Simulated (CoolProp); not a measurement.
Decamethylcyclopentasiloxane (D5) along the isobar 101 kPa: density (kg/m³) from the reference equation and from simpler models built on Tc = 618.3 K, pc = 1078 kPa, ω = 0.631; each cubic takes its own stable root.

Values from CoolProp's reference Helmholtz-energy equation of state, Thol 2019.

```csv
T (K),phase,reference
417.4,liquid,824.7
430.9,liquid,809.2
444.4,liquid,793.2
457.9,liquid,776.8
471.5,liquid,759.7
485,gas,10.21
498.5,gas,9.831
512,gas,9.485
525.5,gas,9.169
539,gas,8.880
552.5,gas,8.612
566,gas,8.363
579.5,gas,8.132
593,gas,7.915
606.5,gas,7.711
620,gas,7.519
```

Q: How far does each simpler model (van der Waals, Redlich-Kwong, Soave-Redlich-Kwong, Peng-Robinson) lie from the reference over these 16 states: mean and median of the absolute difference, and the worst?

A: 
- van der Waals: mean 32.1 %, median 2.6 %, worst -98.7 % at 471.5 K and 101 kPa
- Redlich-Kwong: mean 21.7 %, median 1.5 %, worst -98.6 % at 471.5 K and 101 kPa
- Soave-Redlich-Kwong: mean 4.2 %, median 0.4 %, worst -12.8 % at 471.5 K and 101 kPa
- Peng-Robinson: mean 0.5 %, median 0.2 %, worst -1.3 % at 417.4 K and 101 kPa

At some of these states van der Waals, Redlich-Kwong gives the other phase, because its saturation line lies elsewhere.
